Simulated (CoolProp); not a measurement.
Vapour-liquid equilibrium of R22 (1) + R134a (2) at 74.7 kPa; x and y are mole fractions of (1).

Computed with CoolProp (multi-fluid Helmholtz-energy mixture model, Kamei 1995 and Tillner-Roth 1994; pair parameters Bell 2016).

```csv
x,bubble temperature (°C),y at the bubble point,dew temperature at overall composition x (°C),liquid density (mol/L)
0.05,-33.8,0.106,-33.1,13.81
0.15,-36.1,0.281,-34.4,14.08
0.25,-38.0,0.419,-35.7,14.34
0.35,?,0.532,-37.1,?
0.45,?,0.627,-38.5,14.88
0.55,-42.5,0.709,?,15.15
0.65,?,0.783,?,?
0.75,-44.7,0.850,-43.1,15.73
0.85,?,0.912,-44.7,16.03
0.95,-46.7,0.971,-46.3,16.35
```

Question: Complete the blanks.

Answer: 
- 0.35, bubble temperature (°C): -39.7
- 0.35, liquid density (mol/L): 14.61
- 0.45, bubble temperature (°C): -41.2
- 0.55, dew temperature at overall composition x (°C): -40.0
- 0.65, bubble temperature (°C): -43.6
- 0.65, dew temperature at overall composition x (°C): -41.5
- 0.65, liquid density (mol/L): 15.44
- 0.85, bubble temperature (°C): -45.7

No azeotrope shows between x = 0.05 and 0.95.

Pair parameters are fitted to limited data, so mixtures are less certain than the pure fluids.
